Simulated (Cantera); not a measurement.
Input (Python, Cantera):

```python
import numpy as np
import cantera as ct

gas = ct.Solution("h2o2.yaml")
gas.TPX = 675, 100000, {'H2': 1, 'O2': 0.294, 'N2': 1.11}
flame = ct.FreeFlame(gas, width=0.04)
flame.set_refine_criteria(ratio=3, slope=0.08, curve=0.16)
flame.transport_model = "mixture-averaged"
flame.solve(loglevel=0, auto=True)
flame.transport_model = "multicomponent"
flame.soret_enabled = False
flame.solve(loglevel=0, refine_grid=True)
z, T = flame.grid, flame.T
thick = (T[-1] - T[0]) / np.gradient(T, z).max()
show = ['H2', 'O2', 'OH', 'H', 'O', 'H2O']
print(f"laminar burning velocity  {flame.velocity[0] * 100:.3f} cm/s")
print(f"burnt temperature         {T[-1]:.1f} K")
print(f"thermal thickness         {thick * 1e3:.4f} mm")
print(f"grid points               {len(z)}")
z0 = z[flame.heat_release_rate.argmax()]
print(f"{'z/mm':>9s}{'T/K':>9s}{'u/(m/s)':>9s}" + "".join(f"{s:>11s}" for s in show))
rows = []
for k in (-3, -2, -1.5, -1, -0.5, -0.25, 0, 0.25, 0.5, 1, 2, 4, 8):
    zz = z0 + k * thick
    rows.append([k * thick, np.interp(zz, z, T), np.interp(zz, z, flame.velocity),
                 *(np.interp(zz, z, flame.X[gas.species_index(s)]) for s in show)])
    print(f"{rows[-1][0] * 1e3:9.3f}{rows[-1][1]:9.1f}{rows[-1][2]:9.3f}" + "".join(f"{x:11.3e}" for x in rows[-1][3:]))
```

It prints:

```
laminar burning velocity  1086.456 cm/s
burnt temperature         2435.8 K
thermal thickness         0.4729 mm
grid points               141
     z/mm      T/K  u/(m/s)         H2         O2         OH          H          O        H2O
   -1.419    675.0   10.865  4.160e-01  1.223e-01  3.812e-17  1.324e-14  4.844e-16  1.003e-13
   -0.946    675.0   10.865  4.160e-01  1.223e-01  3.071e-14  1.298e-11  3.522e-13  1.324e-11
   -0.709    675.0   10.865  4.160e-01  1.223e-01  3.843e-12  1.785e-09  4.049e-11  9.673e-10
   -0.473    675.0   10.865  4.160e-01  1.223e-01  1.861e-09  4.857e-07  8.127e-09  2.101e-07
   -0.236    693.7   11.143  4.135e-01  1.219e-01  7.352e-05  5.329e-04  1.689e-05  1.064e-03
   -0.118    874.9   13.867  3.858e-01  1.154e-01  6.274e-04  1.081e-02  4.496e-04  1.796e-02
    0.000   1284.2   19.728  2.645e-01  7.077e-02  3.426e-03  6.194e-02  4.931e-03  1.119e-01
    0.118   1569.6   23.753  1.645e-01  1.650e-02  7.018e-03  9.934e-02  6.035e-03  2.158e-01
    0.236   1693.0   25.427  1.491e-01  5.077e-03  8.367e-03  9.846e-02  4.818e-03  2.394e-01
    0.473   1821.9   27.122  1.541e-01  2.834e-03  9.339e-03  8.464e-02  3.964e-03  2.459e-01
    0.946   1961.2   28.896  1.625e-01  1.997e-03  9.647e-03  6.750e-02  2.965e-03  2.510e-01
    1.892   2096.6   30.567  1.703e-01  1.254e-03  9.048e-03  5.079e-02  1.928e-03  2.569e-01
    3.783   2216.6   32.004  1.770e-01  6.828e-04  7.621e-03  3.595e-02  1.076e-03  2.630e-01
```

Computed with Cantera and the H2/O2 subset of GRI-Mech 3.0, which has no nitrogen chemistry. Burning velocities carry a grid error of a few per cent, more on coarse grids.
